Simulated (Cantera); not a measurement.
## Equilibrium for tantalum, niobium, vanadium and zirconium in process gases: Zr + O₂

Feed: 1 mol Zr, 2.6 mol O₂, at 1.43 Torr.

Method: chemical equilibrium by Gibbs-energy minimisation in Cantera with the NASA 1993 tables (ideal gas, pure condensed phases). Candidate condensed phases: Zr, ZrO₂; 6 gas species. The numbers say what is thermodynamically allowed, not how fast it happens.

```
T (°C)   x O₂       x O    x ZrO₂      x O₃  n ZrO₂(monoclinic)  n ZrO₂(tetragonal)
------  -----  --------  --------  --------  ------------------  ------------------
977     1.000   1.59e-6    <1e-12  1.35e-11                1.00                   0
1052    1.000   6.32e-6    <1e-12  2.96e-11                1.00                   0
1127    1.000   2.17e-5    <1e-12  5.96e-11                1.00                   0
1202    1.000   6.59e-5    <1e-12  1.12e-10                1.00                   0
1277    1.000  0.000180    <1e-12  1.98e-10                   0                1.00
1352    1.000  0.000446    <1e-12  3.32e-10                   0                1.00
1427    0.999   0.00102  4.57e-12  5.33e-10                   0                1.00
1502    0.998   0.00219  4.69e-11  8.22e-10                   0                1.00
1577    0.996   0.00441  3.97e-10   1.22e-9                   0                1.00
1652    0.992   0.00841   2.84e-9   1.77e-9                   0                1.00
1727    0.985    0.0152   1.75e-8   2.47e-9                   0                1.00
1802    0.974    0.0264   9.39e-8   3.35e-9                   0                1.00
1877    0.956    0.0438   4.48e-7   4.42e-9                   0               1.000
```
x: gas mole fraction; n: condensed amount in mol.

From 977 °C to 1202 °C the condensed part is ZrO₂(monoclinic). From 1277 °C to 1877 °C the condensed part is ZrO₂(tetragonal).
